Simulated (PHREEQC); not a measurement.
PHREEQC input (ion-association model, wateq4f.dat):

```
SOLUTION_MASTER_SPECIES
  An  An-  0  An  62.0  # stands for a non-complexing anion
SOLUTION_SPECIES
  An- = An-
    -log_k 0
    -gamma 3.0 0
PHASES
  Fix_H+
    H+ = H+
    -log_k 0
SOLUTION 1
  temp 25
  units mmol/kgw
  pH 7 charge
  Na 300
  An 300
END
SELECTED_OUTPUT 1
  -reset false
  -pH true
  -pe true
  -ionic_strength true
  -water true
  -totals Na
  -molalities Hfo_wOH Hfo_wOH2+ Hfo_wO- Hfo_sOH Hfo_sOH2+ Hfo_sO-
USER_PUNCH 1
  -headings sigma psi
  10 PUNCH EDL("sigma", "Hfo"), EDL("psi", "Hfo")
PRINT
  -reset false
USE solution 1
SURFACE 1
  Hfo_wOH 6.74157e-05 600 0.03
  Hfo_sOH 1.68539e-06
EQUILIBRIUM_PHASES 1
  Fix_H+ -3 HAn 10
    -force_equality true
  O2(g) -0.68 10
END
# ... the last block is repeated for the other 12 points of pH, with NaOH or the acid as the point needs
```

Selected output (columns that matter, 13 of 13 rows; pH added in front):

```
pH	mu	Na	m_Hfo_wOH	m_Hfo_wOH2+	m_Hfo_wO-	m_Hfo_sOH	m_Hfo_sOH2+	m_Hfo_sO-	sigma	psi
3	0.30131	0.3	4.5523e-07	6.696e-05	7.09e-11	1.1381e-08	1.674e-06	1.7725e-12	0.36793	0.12555
3.67	0.30031	0.3	1.9936e-06	6.5421e-05	1.3918e-09	4.9841e-08	1.6355e-06	3.4795e-11	0.35946	0.12446
4.33	0.30009	0.3	7.1408e-06	6.0255e-05	1.9387e-08	1.7852e-07	1.5064e-06	4.8467e-10	0.33098	0.12031
5	0.30004	0.3	1.8153e-05	4.9109e-05	1.5372e-07	4.5382e-07	1.2277e-06	3.8429e-09	0.269	0.1099
5.67	0.30002	0.3	3.1458e-05	3.5315e-05	6.4196e-07	7.8646e-07	8.8288e-07	1.6049e-08	0.19052	0.092861
6.33	0.30001	0.3	4.1982e-05	2.3732e-05	1.7013e-06	1.0496e-06	5.9331e-07	4.2533e-08	0.12105	0.071444
7	0.30001	0.3	4.8435e-05	1.5518e-05	3.4632e-06	1.2109e-06	3.8795e-07	8.658e-08	0.066238	0.046397
7.67	0.3	0.3	5.1283e-05	1.0261e-05	5.8717e-06	1.2821e-06	2.5652e-07	1.4679e-07	0.024117	0.018858
8.33	0.3	0.30001	5.1636e-05	6.8069e-06	8.9733e-06	1.2909e-06	1.7017e-07	2.2433e-07	-0.011904	-0.0094649
9	0.30002	0.30002	4.9707e-05	4.1855e-06	1.3523e-05	1.2427e-06	1.0464e-07	3.3808e-07	-0.051309	-0.037584
9.67	0.30008	0.30009	4.4565e-05	2.2037e-06	2.0647e-05	1.1141e-06	5.5091e-08	5.1617e-07	-0.10134	-0.063542
10.33	0.30033	0.30035	3.5389e-05	9.224e-07	3.1104e-05	8.8472e-07	2.306e-08	7.776e-07	-0.16584	-0.086134
11	0.30149	0.30152	2.2522e-05	2.6035e-07	4.4633e-05	5.6305e-07	6.5088e-09	1.1158e-06	-0.24382	-0.10488
```

The oxide is taken as insoluble; below pH 4 it would dissolve.
